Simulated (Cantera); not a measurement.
Input: 1 mol LiOH, 5 mol O2, held at 1300 Pa.

These are equilibrium values from Cantera (NASA tables, ideal gas, pure condensed phases), not measurements of a reactor. Candidate condensed phases: H2O, Li, LiH, LiOH, Li2O; 17 gas species. Equilibrium is a limit: real reactors are often held back by kinetics, nucleation or transport. All values below are at 1375 °C.

Base state: O2 0.846, LiOH 0.131, H2O 0.0188, Li2O 0.00284, OH 0.000460, Li 0.000278, O 0.000204, LiO 0.000157 (mole fractions); condensed: Li2O(s).

### Question
What changes in the equilibrium state with this change: O2 from 5 to 13 mol?

### Answer
```
species         before     after
------------  --------  --------
O2               0.846     0.929
LiOH             0.131    0.0626
H2O             0.0188   0.00431
Li2(OH)2       4.75e-5   1.09e-5
OH            0.000460  0.000225
Li2O(s), mol    0.0938    0.0170
```

### Question
What changes in the equilibrium state with this change: O2 from 5 to 0.16 mol?

### Answer
| species | before | after |
|---|---|---|
| LiOH | 0.131 | 0.520 |
| H2O | 0.0188 | 0.297 |
| O2 | 0.846 | 0.178 |
| H2 | 2.06e-6 | 7.07e-5 |
| Li2(OH)2 | 4.75e-5 | 0.000748 |
| OH | 0.000460 | 0.00124 |
| Li2O(s), mol | 0.0938 | 0.264 |
